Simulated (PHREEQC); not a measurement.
Spent oxide etchant (model solution)

Solution (70 °C): 0.012 mol NH4HF2, 0.00018 mol H2SiF6 and 0.74 mol H2SO4 per kg of water. Closed to the air; pH follows from the charge balance.

Equilibrium calculation in PHREEQC: ion-association model, wateq4f.dat.

| Quantity | Result |
|---|---|
| pH | 0.26 |
| ionic strength | 0.776 mol/kgw |
| activity of water | 0.974 |
| total alkalinity | -1490 meq/kg |

| species | molality | activity | log γ |
|---|---|---|---|
| H+ | 0.747 | 0.548 | -0.134 |
| HSO4- | 0.722 | 0.444 | -0.211 |
| HF | 0.0242 | 0.0289 | 0.078 |
| SO4-2 | 0.0180 | 0.00270 | -0.824 |
| NH4+ | 0.0115 | 0.00852 | -0.131 |
| NH4SO4- | 0.000467 | 0.000296 | -0.198 |
| H2F2 | 0.000316 | 0.000378 | 0.078 |

No solid was allowed to form. Caution: at this ionic strength the ion-association model is outside its range; a Pitzer model would be the better tool where its parameters exist. Complexes and solids missing from the database can't appear. At this temperature some constants are extrapolated from 25 °C, and those without enthalpy data are left unchanged. SiF6-2 is the database's only silicon fluoride.
